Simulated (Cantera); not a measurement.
Charge: 1 mol SiO2, 3.9 mol F2, equilibrated at 1.20 mbar.

Method: chemical equilibrium by Gibbs-energy minimisation in Cantera with the NASA 1993 tables (ideal gas, pure condensed phases). Candidate condensed phases: Si, SiO2; 17 gas species. Equilibrium is a limit: real reactors are often held back by kinetics, nucleation or transport.

x: gas mole fraction; nothing condenses.

```tsv
T (K)	x F	x F2	x SiF4	x O2	x O
700	0.0284	0.466	0.253	0.253	<1e-12
800	0.147	0.378	0.238	0.238	1.12e-12
900	0.406	0.185	0.204	0.204	7.03e-11
1000	…	…	0.180	0.180	…
1100	0.644	0.00850	0.174	0.174	3.00e-8
1200	0.653	0.00193	0.173	0.173	3.01e-7
1300	0.654	0.000540	0.173	0.173	2.12e-6
1400	0.655	…	0.172	0.172	…
1500	0.655	6.93e-5	0.172	0.172	4.86e-5
1600	0.655	3.00e-5	0.172	0.172	0.000174
1700	0.655	1.43e-5	0.172	0.172	0.000535
1800	0.655	7.38e-6	0.172	0.172	0.00145
```

**Question.** Complete the blanks.

**Answer.** 
- 1000, x F: 0.596
- 1000, x F2: 0.0442
- 1000, x O: 1.93e-9
- 1400, x F2: 0.000180
- 1400, x O: 1.13e-5
